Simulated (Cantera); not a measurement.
A freely propagating, adiabatic, planar premixed flame of H₂ : O₂ : N₂ : H₂O = 1 : 0.575 : 1.61 : 0.18 (molar parts), equivalence ratio 0.87, unburnt at 550 K and 1.00 bar; mixture-averaged transport, grid criteria slope 0.08 and curve 0.16, no radiation.

Detailed kinetics in Cantera: the H2/O2 subset of GRI-Mech 3.0, which has no nitrogen chemistry. Burning velocities carry a grid error of a few per cent, more on coarse grids.

Question: How do the results move with these cheaper or finer settings: unity-Lewis-number transport; multicomponent transport; multicomponent+Soret transport; grid criteria slope 0.5, curve 1; grid criteria slope 0.25, curve 0.5; grid criteria slope 0.03, curve 0.06?

Answer: 
```tsv
setting	laminar burning velocity	thermal thickness	peak x(H₂O₂)	peak x(OH)	grid points
as above	673 cm/s	0.390 mm	3.33e-5	0.0237	123
unity-Lewis-number transport	472 cm/s	0.301 mm	1.43e-5	0.0239	115
multicomponent transport	664 cm/s	0.389 mm	3.33e-5	0.0237	123
multicomponent+Soret transport	625 cm/s	0.382 mm	3.47e-5	0.0236	123
grid criteria slope 0.5, curve 1	839 cm/s	0.520 mm	2.68e-5	0.0239	36
grid criteria slope 0.25, curve 0.5	718 cm/s	0.431 mm	2.93e-5	0.0237	58
grid criteria slope 0.03, curve 0.06	664 cm/s	0.382 mm	3.44e-5	0.0237	260
```
Unity Lewis numbers drop preferential diffusion, which matters most where H2 and H carry the flame; Soret adds thermal diffusion.
